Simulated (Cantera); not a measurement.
Cantera run:

```python
import numpy as np
import cantera as ct

gas_names = """
    H HO2 H2 H2O H2O2 O OH O2 O3 V VO VO2
""".split()
cond_names = """
    H2O(s) H2O(L) V(cr) V(L) VO(s) VO(L) V2O3(s) V2O3(L) V2O4(I) V2O4(II) V2O4(L) V2O5(s) V2O5(L)
""".split()


# ... load() reads the species with a 1 bar reference pressure and builds the phases ...
atoms = {
    'V': {'V': 1},
    'O2': {'O': 2},
    'H2': {'H': 2},
}
top_T = {}  # K; cautious upper limits of use, not melting points


# ... equilibrate(T, P, feed) seeds the gas with the atoms and calls Mixture.equilibrate('TP', solver="vcs", rtol=1e-11, max_steps=5000) ...
results = []
T = 2700  # K
P = 490  # Pa
for m in [0.023, 0.03, 0.037, 0.047, 0.06, 0.076, 0.096, 0.12, 0.15, 0.19, 0.25, 0.31, 0.39]:
    feed = {'V': 1, 'O2': m, 'H2': 10}  # mol
    mix = equilibrate(T, P, feed)
    results.append((T, P, feed, dict(zip(mix.species_names, mix.species_moles))))
    x = sorted(zip(gas.X, gas.species_names), reverse=True)
    print(f"T = {T:g} K  P = {P:g} Pa  n(O2) = {m:g} mol  gas = {mix.phase_moles(0):.4g} mol")
    print("   x: " + "  ".join(f"{s} {v:.3e}" for v, s in x if v > 1e-06))
    print("   condensed (mol): " + ("  ".join(f"{mix.phase(i).name} {mix.phase_moles(i):.4g}"
          for i in range(1, mix.n_phases) if mix.phase_moles(i) > 1e-12) or "none"))
```

Output:

```
T = 2700 K  P = 490 Pa  n(O2) = 0.023 mol  gas = 14.87 mol
   x: H 5.209e-01  H2 4.118e-01  V 6.428e-02  VO 2.924e-03  H2O 7.597e-05  OH 2.461e-05  VO2 2.398e-05  O 1.984e-05
   condensed (mol): none
T = 2700 K  P = 490 Pa  n(O2) = 0.03 mol  gas = 14.87 mol
   x: H 5.209e-01  H2 4.118e-01  V 6.340e-02  VO 3.794e-03  H2O 9.993e-05  VO2 4.092e-05  OH 3.237e-05  O 2.610e-05
   condensed (mol): none
T = 2700 K  P = 490 Pa  n(O2) = 0.037 mol  gas = 14.87 mol
   x: H 5.208e-01  H2 4.117e-01  V 6.251e-02  VO 4.653e-03  H2O 1.243e-04  VO2 6.243e-05  OH 4.026e-05  O 3.246e-05
   condensed (mol): none
T = 2700 K  P = 490 Pa  n(O2) = 0.047 mol  gas = 14.87 mol
   x: H 5.208e-01  H2 4.117e-01  V 6.126e-02  VO 5.864e-03  H2O 1.598e-04  VO2 1.012e-04  OH 5.177e-05  O 4.174e-05
   condensed (mol): none
T = 2700 K  P = 490 Pa  n(O2) = 0.06 mol  gas = 14.87 mol
   x: H 5.208e-01  H2 4.116e-01  V 5.966e-02  VO 7.407e-03  H2O 2.073e-04  VO2 1.658e-04  OH 6.715e-05  O 5.415e-05
   condensed (mol): none
T = 2700 K  P = 490 Pa  n(O2) = 0.076 mol  gas = 14.87 mol
   x: H 5.208e-01  H2 4.116e-01  V 5.770e-02  VO 9.258e-03  H2O 2.679e-04  VO2 2.678e-04  OH 8.677e-05  O 6.998e-05
   condensed (mol): none
T = 2700 K  P = 490 Pa  n(O2) = 0.096 mol  gas = 14.87 mol
   x: H 5.207e-01  H2 4.115e-01  V 5.530e-02  VO 1.150e-02  VO2 4.308e-04  H2O 3.470e-04  OH 1.124e-04  O 9.067e-05
   condensed (mol): none
T = 2700 K  P = 490 Pa  n(O2) = 0.12 mol  gas = 14.88 mol
   x: H 5.206e-01  H2 4.114e-01  V 5.248e-02  VO 1.407e-02  VO2 6.795e-04  H2O 4.472e-04  OH 1.449e-04  O 1.169e-04
   condensed (mol): none
T = 2700 K  P = 490 Pa  n(O2) = 0.15 mol  gas = 14.88 mol
   x: H 5.206e-01  H2 4.113e-01  V 4.905e-02  VO 1.710e-02  VO2 1.074e-03  H2O 5.814e-04  OH 1.884e-04  O 1.520e-04
   condensed (mol): none
T = 2700 K  P = 490 Pa  n(O2) = 0.19 mol  gas = 14.88 mol
   x: H 5.204e-01  H2 4.111e-01  V 4.466e-02  VO 2.081e-02  VO2 1.749e-03  H2O 7.771e-04  OH 2.519e-04  O 2.033e-04
   condensed (mol): none
T = 2700 K  P = 490 Pa  n(O2) = 0.25 mol  gas = 14.88 mol
   x: H 5.202e-01  H2 4.108e-01  V 3.846e-02  VO 2.567e-02  VO2 3.088e-03  H2O 1.112e-03  OH 3.605e-04  O 2.911e-04
   condensed (mol): none
T = 2700 K  P = 490 Pa  n(O2) = 0.31 mol  gas = 14.88 mol
   x: H 5.200e-01  H2 4.104e-01  V 3.276e-02  VO 2.963e-02  VO2 4.829e-03  H2O 1.505e-03  OH 4.883e-04  O 3.944e-04
   condensed (mol): none
T = 2700 K  P = 490 Pa  n(O2) = 0.39 mol  gas = 14.88 mol
   x: H 5.196e-01  H2 4.098e-01  VO 3.347e-02  V 2.596e-02  VO2 7.776e-03  H2O 2.142e-03  OH 6.955e-04  O 5.622e-04  O2 1.187e-06
   condensed (mol): none
```

These are equilibrium values from Cantera (NASA tables, ideal gas, pure condensed phases), not measurements of a reactor.
